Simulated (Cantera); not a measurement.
Mixture: CH4 : C2H6 : C3H8 : O2 : N2 = 1 : 0.27 : 0.48 : 7.03 : 26.4 (molar parts), at 0.840 bar, adiabatic and at constant pressure. Ignition delay is the time to a rise of 400 K.

Cantera simulation using GRI-Mech 3.0 (53 species, 325 reactions); the numbers are that mechanism's predictions, not measurements. GRI-Mech 3.0 was tuned for natural gas; its chemistry of propane as a main component is partial and can be far from experiment. Where the delays flatten at high temperature, the 400 K rule measures the pace of heat release, not the induction time.

### Question
Predict: delay at 1323 K; delay at 1473 K; delay at 1623 K; delay at 1773 K; delay at 1923 K; apparent activation energy between 1848 and 1998 K.

### Answer
- delay at 1323 K: 0.579 ms
- delay at 1473 K: 0.123 ms
- delay at 1623 K: 42.4 µs
- delay at 1773 K: 20.1 µs
- delay at 1923 K: 11.7 µs
- apparent activation energy between 1848 and 1998 K: 95 kJ/mol
